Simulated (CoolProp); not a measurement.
A single-stage vapour-compression cycle with R236FA: evaporating at 327.15 K (dew point), condensing at 363.15 K (bubble point), superheat 10 K, subcooling 0 K, compressor efficiency 0.85, no pressure losses. Each further row changes one setting.

Values from CoolProp's reference Helmholtz-energy equation of state, Pan 2012.

```
case                              cooling COP  pressure ratio  discharge temperature (K)  refrigerating effect (kJ/kg)  volumetric capacity (kJ/m³)
--------------------------------  -----------  --------------  -------------------------  ----------------------------  ---------------------------
as stated                                5.62            2.40                      368.2                          86.8                         3600
evaporating temperature 332.15 K         6.87            2.10                      368.9                          90.1                         4280
condensing temperature 358.15 K          6.92            2.15                      363.6                          94.2                         3900
subcooling 5 K                           6.10            2.40                      368.2                          94.4                         3910
superheat 20 K                           5.89            2.40                      377.0                          96.7                         3810
compressor efficiency 0.75               4.95            2.40                      369.8                          86.8                         3600
```
